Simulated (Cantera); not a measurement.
A closed system holds: 1 mol c-C4F8, 0.14 mol CH4, held at 1.00 bar.

Equilibrium computed with Cantera from the NASA thermochemical tables; the gas is ideal and each condensed phase is pure. Candidate condensed phases: C, C6H6, C7H8, C8H18; 95 gas species. The feed counts by its element totals alone. Gases not in the tables: C2F6 and larger saturated fluorocarbons. Equilibrium is a limit: real reactors are often held back by kinetics, nucleation or transport.

Task: What share of the C ends up in condensed phases as a function of T (K), at 2050, 2200, 2350, 2500, 2650, 2800, 2950?

Result: 
```
T (K)  C condensed (%)           as
-----  ---------------  -----------
2050              54.6  C(graphite)
2200              53.8  C(graphite)
2350              51.8  C(graphite)
2500              47.9  C(graphite)
2650              41.6  C(graphite)
2800              34.4  C(graphite)
2950              30.6  C(graphite)
```
